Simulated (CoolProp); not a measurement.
Properties of carbon monoxide along the isotherm 308.1 K.

Computed with CoolProp (reference Helmholtz-energy equation of state, Lemmon 2006). It is a short technical equation, of lower accuracy than the large ones.

```
p (MPa)  phase  cp (kJ/(kg K))  cv (kJ/(kg K))  speed of sound (m/s)  isothermal compressibility (1/MPa)  fugacity coefficient
-------  -----  --------------  --------------  --------------------  ----------------------------------  --------------------
0.125      gas           1.043          0.7441                 357.9                               8.003                0.9997
0.25       gas           1.045          0.7444                 358.1                               4.002                0.9993
0.375      gas           1.047          0.7447                 358.3                               2.669                0.9990
0.5        gas           1.049          0.7449                 358.4                               2.002                0.9987
0.625      gas           1.051          0.7452                 358.6                               1.602                0.9984
0.75       gas           1.053          0.7455                 358.8                               1.336                0.9981
0.875      gas           1.055          0.7458                 359.1                               1.145                0.9978
0.999      gas           1.058          0.7461                 359.3                               1.003                0.9975
1.12       gas           1.060          0.7464                 359.5                              0.8948                0.9972
1.25       gas           1.062          0.7467                 359.7                              0.8019                0.9969
1.37       gas           1.064          0.7470                 359.9                              0.7317                0.9967
1.5        gas           1.066          0.7473                 360.1                              0.6684                0.9964
1.62       gas           1.068          0.7476                 360.4                              0.6190                0.9961
1.75       gas           1.070          0.7479                 360.6                              0.5730                0.9959
```
